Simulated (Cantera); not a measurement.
Input (Python, Cantera) and output of one run.

```python
import numpy as np
import cantera as ct

gas_names = [...]  # 113 gases of nasa_gas.yaml made of C, H, O, Pb
cond_names = """
    C(gr) C6H6(L) C7H8(L) C8H18(L),n-octa H2O(s) H2O(L) Pb(cr) Pb(L) PbO(rd) PbO(yw) PbO(L) PbO2(s)
    Pb3O4(s)
""".split()


# ... load() reads the species with a 1 bar reference pressure and builds the phases ...
atoms = {
    'PbO': {'Pb': 1, 'O': 1},
    'CH4': {'C': 1, 'H': 4},
    'CO': {'C': 1, 'O': 1},
}
top_T = {'C(gr)': 4500, 'Pb3O4(s)': 820}  # K; cautious upper limits of use, not melting points


# ... equilibrate(T, P, feed) seeds the gas with the atoms and calls Mixture.equilibrate('TP', solver="vcs", rtol=1e-11, max_steps=5000) ...
results = []
feed = {'PbO': 1, 'CH4': 0.33, 'CO': 0.46}  # mol
P = 21000  # Pa
for T in [873, 1023, 1173, 1323, 1473, 1623, 1773, 1923, 2073, 2223, 2373, 2523, 2673]:
    mix = equilibrate(T, P, feed)
    results.append((T, P, feed, dict(zip(mix.species_names, mix.species_moles))))
    x = sorted(zip(gas.X, gas.species_names), reverse=True)
    print(f"T = {T:g} K  P = {P:g} Pa  gas = {mix.phase_moles(0):.4g} mol")
    print("   x: " + "  ".join(f"{s} {v:.3e}" for v, s in x if v > 0.001))
    print("   condensed (mol): " + ("  ".join(f"{mix.phase(i).name} {mix.phase_moles(i):.4g}"
          for i in range(1, mix.n_phases) if mix.phase_moles(i) > 1e-12) or "none"))
```

It prints:

```
T = 873 K  P = 21000 Pa  gas = 1.44 mol
   x: CO2 3.152e-01  H2 2.982e-01  CO 2.299e-01  H2O 1.533e-01  CH4 3.350e-03
   condensed (mol): Pb(L) 1
T = 1023 K  P = 21000 Pa  gas = 1.45 mol
   x: CO 2.766e-01  CO2 2.682e-01  H2 2.612e-01  H2O 1.938e-01
   condensed (mol): Pb(L) 0.9998
T = 1173 K  P = 21000 Pa  gas = 1.453 mol
   x: CO 3.073e-01  CO2 2.364e-01  H2 2.295e-01  H2O 2.247e-01  Pb 2.008e-03
   condensed (mol): Pb(L) 0.9971
T = 1323 K  P = 21000 Pa  gas = 1.475 mol
   x: CO 3.254e-01  H2O 2.440e-01  CO2 2.103e-01  H2 2.035e-01  Pb 1.674e-02
   condensed (mol): Pb(L) 0.9753
T = 1473 K  P = 21000 Pa  gas = 1.593 mol
   x: CO 3.169e-01  H2O 2.415e-01  CO2 1.790e-01  H2 1.728e-01  Pb 8.967e-02
   condensed (mol): Pb(L) 0.857
T = 1623 K  P = 21000 Pa  gas = 2.231 mol
   x: Pb 3.494e-01  CO 2.350e-01  H2O 1.807e-01  CO2 1.191e-01  H2 1.150e-01
   condensed (mol): Pb(L) 0.2181
T = 1773 K  P = 21000 Pa  gas = 2.45 mol
   x: Pb 4.065e-01  CO 2.205e-01  H2O 1.702e-01  CO2 1.020e-01  H2 9.909e-02  PbO 1.229e-03
   condensed (mol): none
T = 1923 K  P = 21000 Pa  gas = 2.45 mol
   x: Pb 4.052e-01  CO 2.258e-01  H2O 1.742e-01  CO2 9.660e-02  H2 9.477e-02  PbO 2.517e-03
   condensed (mol): none
T = 2073 K  P = 21000 Pa  gas = 2.452 mol
   x: Pb 4.029e-01  CO 2.304e-01  H2O 1.765e-01  CO2 9.170e-02  H2 9.154e-02  PbO 4.577e-03  H 1.736e-03
   condensed (mol): none
T = 2223 K  P = 21000 Pa  gas = 2.457 mol
   x: Pb 3.993e-01  CO 2.346e-01  H2O 1.769e-01  H2 8.907e-02  CO2 8.699e-02  PbO 7.532e-03  H 4.172e-03  OH 1.197e-03
   condensed (mol): none
T = 2373 K  P = 21000 Pa  gas = 2.466 mol
   x: Pb 3.940e-01  CO 2.384e-01  H2O 1.745e-01  H2 8.701e-02  CO2 8.202e-02  PbO 1.135e-02  H 8.990e-03  OH 3.203e-03
   condensed (mol): none
T = 2523 K  P = 21000 Pa  gas = 2.486 mol
   x: Pb 3.865e-01  CO 2.418e-01  H2O 1.678e-01  H2 8.519e-02  CO2 7.604e-02  H 1.770e-02  PbO 1.567e-02  OH 7.417e-03  O 1.010e-03
   condensed (mol): none
T = 2673 K  P = 21000 Pa  gas = 2.526 mol
   x: Pb 3.763e-01  CO 2.451e-01  H2O 1.540e-01  H2 8.370e-02  CO2 6.772e-02  H 3.236e-02  PbO 1.955e-02  OH 1.485e-02  O 3.673e-03  O2 2.736e-03
   condensed (mol): none
```

These are equilibrium values from Cantera (NASA tables, ideal gas, pure condensed phases), not measurements of a reactor. Gases not in the tables: (PbO)n polymers.
